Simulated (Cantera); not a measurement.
An isothermal, constant-pressure homogeneous reactor starts with CH4 : CO2 = 1 : 1.2 (molar parts), at 1600 K and 1.18 atm. Integrator tolerance rtol = 1e-08.

Cantera simulation using GRI-Mech 3.0 (53 species, 325 reactions); the numbers are that mechanism's predictions, not measurements.

Problem. What does this change do: CH4 1 to 0.27 parts?

Solution. 
| quantity | before | after |
|---|---|---|
| x(CH4) at 70.0 s | 0.00265 (gas-phase equilibrium 2.57e-6) | 3.71e-9 (gas-phase equilibrium 3.92e-9) |
| x(CO2) at 70.0 s | 0.0145 (gas-phase equilibrium 0.0132) | 0.286 (gas-phase equilibrium 0.286) |
| x(CH2CO) at 70.0 s | 1.53e-7 (gas-phase equilibrium 1.18e-10) | <1e-12 (gas-phase equilibrium <1e-12) |
| x(OH) at 70.0 s | 1.10e-7 (gas-phase equilibrium 1.01e-7) | 1.14e-6 (gas-phase equilibrium 1.14e-6) |
| x(O2) at 70.0 s | <1e-12 (gas-phase equilibrium <1e-12) | 1.38e-10 (gas-phase equilibrium 1.38e-10) |
